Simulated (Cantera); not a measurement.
A Cantera script and what it prints.

```python
import numpy as np
import cantera as ct

gas_names = [...]  # 131 gases of nasa_gas.yaml made of C, H, O
cond_names = """
    C(gr) C6H6(L) C7H8(L) C8H18(L),n-octa H2O(s) H2O(L)
""".split()


# ... load() reads the species with a 1 bar reference pressure and builds the phases ...
atoms = {
    'C2H4': {'C': 2, 'H': 4},
    'O2': {'O': 2},
}
top_T = {'C(gr)': 4500}  # K; cautious upper limits of use, not melting points


# ... equilibrate(T, P, feed) seeds the gas with the atoms and calls Mixture.equilibrate('TP', solver="vcs", rtol=1e-11, max_steps=5000) ...
results = []
feed = {'C2H4': 1, 'O2': 1.1}  # mol
P = 4900  # Pa
for T in [2000, 2250, 2500, 2750, 3000, 3250, 3500, 3750, 4000, 4250, 4500, 4750, 5000]:
    mix = equilibrate(T, P, feed)
    results.append((T, P, feed, dict(zip(mix.species_names, mix.species_moles))))
    x = sorted(zip(gas.X, gas.species_names), reverse=True)
    print(f"T = {T:g} K  P = {P:g} Pa  gas = {mix.phase_moles(0):.4g} mol")
    print("   x: " + "  ".join(f"{s} {v:.3e}" for v, s in x if v > 0.001))
    print("   condensed (mol): " + ("  ".join(f"{mix.phase(i).name} {mix.phase_moles(i):.4g}"
          for i in range(1, mix.n_phases) if mix.phase_moles(i) > 1e-12) or "none"))
```

Output:

```
T = 2000 K  P = 4900 Pa  gas = 4.01 mol
   x: CO 4.893e-01  H2 4.559e-01  H2O 4.038e-02  CO2 9.455e-03  H 4.960e-03
   condensed (mol): none
T = 2250 K  P = 4900 Pa  gas = 4.046 mol
   x: CO 4.861e-01  H2 4.422e-01  H2O 4.086e-02  H 2.231e-02  CO2 8.250e-03
   condensed (mol): none
T = 2500 K  P = 4900 Pa  gas = 4.154 mol
   x: CO 4.741e-01  H2 4.055e-01  H 7.232e-02  H2O 3.913e-02  CO2 7.382e-03  OH 1.447e-03
   condensed (mol): none
T = 2750 K  P = 4900 Pa  gas = 4.409 mol
   x: CO 4.472e-01  H2 3.300e-01  H 1.775e-01  H2O 3.251e-02  CO2 6.432e-03  OH 4.696e-03  O 1.599e-03
   condensed (mol): none
T = 3000 K  P = 4900 Pa  gas = 4.882 mol
   x: CO 4.052e-01  H 3.344e-01  H2 2.198e-01  H2O 1.816e-02  OH 9.176e-03  O 8.556e-03  CO2 4.521e-03
   condensed (mol): none
T = 3250 K  P = 4900 Pa  gas = 5.473 mol
   x: H 4.874e-01  CO 3.635e-01  H2 1.129e-01  O 2.099e-02  OH 8.155e-03  H2O 4.766e-03  CO2 1.947e-03
   condensed (mol): none
T = 3500 K  P = 4900 Pa  gas = 5.886 mol
   x: H 5.798e-01  CO 3.392e-01  H2 4.723e-02  O 2.838e-02  OH 3.968e-03
   condensed (mol): none
T = 3750 K  P = 4900 Pa  gas = 6.074 mol
   x: H 6.193e-01  CO 3.291e-01  O 3.089e-02  H2 1.870e-02  OH 1.633e-03
   condensed (mol): none
T = 4000 K  P = 4900 Pa  gas = 6.147 mol
   x: H 6.344e-01  CO 3.252e-01  O 3.174e-02  H2 7.762e-03
   condensed (mol): none
T = 4250 K  P = 4900 Pa  gas = 6.177 mol
   x: H 6.402e-01  CO 3.235e-01  O 3.221e-02  H2 3.483e-03
   condensed (mol): none
T = 4500 K  P = 4900 Pa  gas = 6.195 mol
   x: H 6.421e-01  CO 3.217e-01  O 3.318e-02  H2 1.690e-03  C 1.080e-03
   condensed (mol): none
T = 4750 K  P = 4900 Pa  gas = 6.222 mol
   x: H 6.410e-01  CO 3.168e-01  O 3.661e-02  C 4.565e-03
   condensed (mol): none
T = 5000 K  P = 4900 Pa  gas = 6.286 mol
   x: H 6.353e-01  CO 3.039e-01  O 4.596e-02  C 1.417e-02
   condensed (mol): none
```

Equilibrium computed with Cantera from the NASA thermochemical tables; the gas is ideal and each condensed phase is pure.
